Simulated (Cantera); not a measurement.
## Catalytic combustion on Pt

An isothermal plug-flow reactor at 773 K and 1.00 bar (inlet), inlet velocity 3.2 m/s, active area per volume 720 1/m; feed 0.726 % CO, 3.98 % O₂, 92.5 % N₂, 2.81 % H₂O.

Model: Deutschmann's 1995 Pt surface mechanism with GRI-Mech 3.0 gas chemistry, integrated in Cantera. Catalytic surfaces can have several steady states; this one follows from the mechanism file's or the stated starting coverage. Mass transfer to the wall is taken as infinitely fast.

```tsv
z (m)	x CO	x O₂	x H₂O	x CO₂	θ free Pt	θ O*	θ OH*	θ CO*
0.00061	0.00326	0.0379	0.0282	0.00401	0.300	0.0685	0.00298	0.629
0.001	0.00172	0.0371	0.0282	0.00555	0.0734	0.919	0.00540	0.00228
0.0017	0.00140	0.0370	0.0282	0.00588	0.0589	0.935	0.00488	0.00117
0.0028	0.00111	0.0368	0.0282	0.00617	0.0517	0.943	0.00459	0.000708
0.0047	0.000802	0.0367	0.0282	0.00648	0.0466	0.949	0.00437	0.000415
0.0079	0.000510	0.0366	0.0282	0.00677	0.0431	0.952	0.00421	0.000224
0.013	0.000271	0.0364	0.0282	0.00701	0.0407	0.955	0.00410	0.000106
0.022	9.76e-5	0.0364	0.0282	0.00719	0.0393	0.957	0.00403	3.55e-5
0.037	1.93e-5	0.0363	0.0282	0.00727	0.0387	0.957	0.00400	6.82e-6
0.061	1.51e-6	0.0363	0.0282	0.00728	0.0385	0.957	0.00400	5.30e-7
```
x: gas mole fraction; θ: surface coverage.
